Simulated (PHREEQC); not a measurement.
Solution (25 °C): 0.078 mol/kgw HBr and 0.00092 mol/kgw NaCl. Closed to the air; pH follows from the charge balance.

Model: Pitzer model, pitzer.dat, run in PHREEQC.

Each row changes one thing in this solution. No solid was allowed to form.

```json
[
 {"case": "as made", "pH": "1.19", "SI of Halite (NaCl)": "-7.84"},
 {"case": "NaCl from 0.00092 to 0.000828 mol/kgw", "pH": "1.19", "SI of Halite (NaCl)": "-7.94"},
 {"case": "HBr from 0.078 to 0.0156 mol/kgw", "pH": "1.86", "SI of Halite (NaCl)": "…"},
 {"case": "diluted 2-fold with water", "pH": "…", "SI of Halite (NaCl)": "-8.41"},
 {"case": "HBr left out", "pH": "7.00", "SI of Halite (NaCl)": "-7.68"},
 {"case": "HBr from 0.078 to 0.78 mol/kgw", "pH": "…", "SI of Halite (NaCl)": "…"},
 {"case": "0.0045 mol/kgw Sr(OH)2 added", "pH": "1.24", "SI of Halite (NaCl)": "-7.85"},
 {"case": "NaCl from 0.00092 to 0.00138 mol/kgw", "pH": "1.19", "SI of Halite (NaCl)": "-7.49"},
 {"case": "diluted 5-fold with water", "pH": "1.86", "SI of Halite (NaCl)": "…"}
]
```

Fill in the missing entries.


- HBr from 0.078 to 0.0156 mol/kgw, SI of Halite (NaCl): -7.76
- diluted 2-fold with water, pH: 1.48
- HBr from 0.078 to 0.78 mol/kgw, pH: 0.09
- HBr from 0.078 to 0.78 mol/kgw, SI of Halite (NaCl): -7.91
- diluted 5-fold with water, SI of Halite (NaCl): -9.16

Species that the database lacks are ignored.
